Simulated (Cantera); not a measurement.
Input (Python, Cantera):

```python
import numpy as np
import cantera as ct

gas = ct.Solution("SiF4_NH3_mec.yaml", "gas")
gas.TPX = 1750, 30000, {'NH3': 1, 'N2': 38}
reactor = ct.IdealGasConstPressureReactor(gas, energy="off", clone=False)
net = ct.ReactorNet([reactor])
net.rtol, net.atol = 1e-08, 1e-18
show = ['NH3', 'N2', 'H2', 'N2H2', 'H', 'NH2', 'NH']
times = np.geomspace(4e-05, 60, 9)

steps = ct.SolutionArray(gas, extra=["t"])
rows = []
print(f"{'t/s':>10s}{'T/K':>9s}{'P/Pa':>11s}" + "".join(f"{s:>11s}" for s in show))
for t in times:
    while net.time < t:
        t_next = net.step()
        steps.append(gas.state, t=t_next)
    rows.append([np.interp(t, steps.t, y) for y in (steps.T, steps.P, *steps(*show).X.T)])
    print(f"{t:10.3e}{rows[-1][0]:9.1f}{rows[-1][1]:11.4g}" + "".join(f"{x:11.3e}" for x in rows[-1][2:]))
rate = np.gradient(steps.T, steps.t)
print("integrator steps:", len(steps.t))
if steps.T.max() > steps.T[0] + 200:
    print(f"time of steepest temperature rise: {steps.t[rate.argmax()]:.4e} s")
gas.TPX = 1750, 30000, {'NH3': 1, 'N2': 38}
gas.equilibrate("TP")
print(f"equilibrium (TP): T = {gas.T:.1f} K  " + "  ".join(f"{s} {gas[s].X[0]:.3e}" for s in show))
```

Output:

```
       t/s      T/K       P/Pa        NH3         N2         H2       N2H2          H        NH2         NH
 4.000e-05   1750.0      3e+04  2.564e-02  9.744e-01  1.089e-07  3.725e-13  3.468e-08  2.524e-07  7.888e-12
 2.366e-04   1750.0      3e+04  2.564e-02  9.744e-01  8.145e-07  2.464e-11  3.532e-08  1.662e-06  4.394e-10
 1.400e-03   1750.0      3e+04  2.563e-02  9.744e-01  5.148e-06  1.124e-09  3.848e-08  9.946e-06  2.372e-08
 8.281e-03   1750.0      3e+04  2.556e-02  9.743e-01  6.672e-05  3.855e-08  1.743e-07  5.115e-05  3.133e-07
 4.899e-02   1750.0      3e+04  2.484e-02  9.740e-01  1.112e-03  7.437e-08  1.255e-06  6.168e-05  7.161e-07
 2.898e-01   1750.0      3e+04  2.095e-02  9.722e-01  6.810e-03  5.407e-08  5.396e-06  4.201e-05  1.021e-06
 1.714e+00   1750.0      3e+04  9.084e-03  9.667e-01  2.418e-02  1.605e-08  1.983e-05  1.932e-05  7.535e-07
 1.014e+01   1750.0      3e+04  4.949e-04  9.627e-01  3.674e-02  3.105e-10  5.700e-05  2.000e-06  1.628e-07
 6.000e+01   1750.0      3e+04  1.425e-05  9.625e-01  3.744e-02  7.115e-13  8.240e-05  8.180e-08  9.535e-09
integrator steps: 1533
equilibrium (TP): T = 1750.0 K  NH3 6.869e-08  N2 9.625e-01  H2 3.746e-02  N2H2 5.362e-15  H 8.272e-05  NH2 3.955e-10  NH 4.628e-11
```

Detailed kinetics in Cantera: the gas-phase N/H chemistry of the illustrative SiF4/NH3 mechanism in the Surface Chemkin manual (1991). Walls and surfaces, which speed up NH3 decomposition in real reactors, are not modelled.
